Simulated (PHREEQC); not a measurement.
Solution (45 °C): 0.042 mol/kgw NaOH. Closed to the air; pH follows from the charge balance.

Computed with PHREEQC (Pitzer model, pitzer.dat).

This is a speciation only: nothing precipitates in the calculation.

Question: Estimate the pH, specific conductance.

Answer: pH 11.93; specific conductance 13600 µS/cm.

Constants without temperature data keep their 25 °C values here.
